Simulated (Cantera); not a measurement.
Charge: 1 mol HMDSO, 0.14 mol CO₂, 8.3 mol H₂, held at 1198 K and 18.0 Pa.

Method: chemical equilibrium by Gibbs-energy minimisation in Cantera with the NASA 1993 tables (ideal gas, pure condensed phases). Candidate condensed phases: C, C₆H₆, C₇H₈, C₈H₁₈, H₂O, Si, SiC, SiO₂; 123 gas species. The feed counts by its element totals alone. The numbers say what is thermodynamically allowed, not how fast it happens.

Base state: H₂ 0.931, CO 0.0689, SiO 2.75e-5, H 1.37e-5 (mole fractions); condensed: C(graphite) + SiC(s).

Question: What changes in the equilibrium state with this change: CO₂ from 0.14 to 2.4 mol?

Answer: 
```
species            before     after
----------------  -------  --------
H₂                  0.931     0.749
CO                 0.0689     0.251
SiO               2.75e-5  0.000100
H                 1.37e-5   1.23e-5
C(graphite), mol     2.86     0.605
SiC(s), mol          2.00      2.00
```
